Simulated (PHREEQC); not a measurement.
1 kg of water holding 0.022 mol/kgw KCl and 0.015 mol/kgw K2CO3 meets 20 L of dry gas (CO2 0.41, CH4 0.08, H2S 0.51 by moles) at fixed total pressure, at 60 °C; fugacities by Peng-Robinson. The gases take part in no redox reaction, some water evaporates into the gas, and hydrates or a liquid gas phase aren't modelled. Precipitation was switched off in this run.

Computed with PHREEQC (ion-association model, phreeqc.dat).

```
P (atm)  dissolved CO2 (all carbonate carbon) (mol/kgw)  φ of CO2  p of CO2 (atm)
-------  ----------------------------------------------  --------  --------------
1                                                0.0173     0.996           0.345
2                                                0.0239     0.992           0.764
3                                                0.0304     0.988            1.18
5                                                0.0435     0.981            2.02
7.5                                              0.0595     0.971            3.06
10                                               0.0751     0.962            4.10
15                                                0.105     0.943            6.17
```

Constants without temperature data keep their 25 °C values here.
